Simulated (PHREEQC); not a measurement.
A made-up water analysis in mg/kgw, 20 °C, pH 6.41, pe -0.7: Na 251; K 13; Ca 19; Mg 239; Cl 171; S(6) as SO4 1090; Alkalinity as HCO3 353; B 4.47; Li 3.08; Fe(2) 11.1; F 3.53; Br 0.417.

Na is adjusted to close the charge balance.
Valence states are taken as typed.

All values are PHREEQC results (ion-association model, wateq4f.dat), not measurements.

```
Quantity                 Value
--------------  --------------
ionic strength  0.0425 mol/kgw
```

```
species  molality  activity   log γ
-------  --------  --------  ------
Na+        0.0115   0.00956  -0.079
SO4-2     0.00817   0.00397  -0.313
Mg+2      0.00680   0.00344  -0.295
HCO3-     0.00549   0.00460  -0.076
Cl-       0.00482   0.00398  -0.084
CO2       0.00428   0.00432   0.004
MgSO4     0.00278   0.00281   0.004
Li+      0.000436  0.000368  -0.074
H3BO3    0.000413  0.000417   0.004
Ca+2     0.000338  0.000168  -0.305
K+       0.000324  0.000267  -0.084
MgHCO3+  0.000220  0.000182  -0.082
```

This is a speciation only: nothing precipitates in the calculation. Saturation is exceeded, for instance for Siderite; the values hold only as long as no solid forms. Species that the database lacks are ignored. Real BF4- forms and hydrolyses slowly; the run takes it at equilibrium. Fluoro complexes past AlF4- and FeF3 are missing from the database.
